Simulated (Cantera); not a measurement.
A perfectly stirred reactor is fed with H2 : O2 : N2 = 1 : 0.526 : 1.98 (molar parts), at 51000 Pa; it is adiabatic with a 600 K inlet, and is followed from long to short residence time, starting on the burning branch (τ in s: 0.21, 0.089, 0.038, 0.016, 0.0067, 0.0028, 0.0012, 0.00051, 0.00021, 9e-05, 3.8e-05, 1.6e-05).

Detailed kinetics in Cantera: the H2/O2 subset of GRI-Mech 3.0, which has no nitrogen chemistry.

What does this change do: pressure from 51000 Pa to 1000000 Pa?


| quantity | before | after |
|---|---|---|
| blow-out, bracketed by the residence times tried | burning at 38.0 µs, out at 16.0 µs | burning at 16.0 µs, the shortest tried |
| x(H2) at τ = 0.210 s | 0.0188 | 0.00879 |
| x(O2) at τ = 0.210 s | 0.0144 | 0.0106 |
| x(OH) at τ = 0.210 s | 0.0141 | 0.00899 |
| x(H) at τ = 0.210 s | 0.00445 | 0.00109 |
| x(H2O) at τ = 0.210 s | 0.299 | 0.316 |
| x(H2) at τ = 1.20 ms | 0.0382 | 0.00985 |
| x(O2) at τ = 1.20 ms | 0.0242 | 0.0111 |
| x(OH) at τ = 1.20 ms | 0.0191 | 0.00936 |
| x(H) at τ = 1.20 ms | 0.0226 | 0.00129 |
| x(H2O) at τ = 1.20 ms | 0.259 | 0.315 |
The hydrogen kinetics of GRI-Mech 3.0 are dated; newer H2 mechanisms differ, most at raised pressure.

What does this change do: pressure from 51000 Pa to 500000 Pa?


```csv
quantity,before,after
"blow-out, bracketed by the residence times tried","burning at 38.0 µs, out at 16.0 µs","burning at 16.0 µs, the shortest tried"
x(H2) at τ = 0.210 s,0.0188,0.0108
x(O2) at τ = 0.210 s,0.0144,0.0113
x(OH) at τ = 0.210 s,0.0141,0.0101
x(H) at τ = 0.210 s,0.00445,0.00157
x(H2O) at τ = 0.210 s,0.299,0.313
x(H2) at τ = 1.20 ms,0.0382,0.0131
x(O2) at τ = 1.20 ms,0.0242,0.0123
x(OH) at τ = 1.20 ms,0.0191,0.0111
x(H) at τ = 1.20 ms,0.0226,0.00215
x(H2O) at τ = 1.20 ms,0.259,0.309
```
The hydrogen kinetics of GRI-Mech 3.0 are dated; newer H2 mechanisms differ, most at raised pressure.
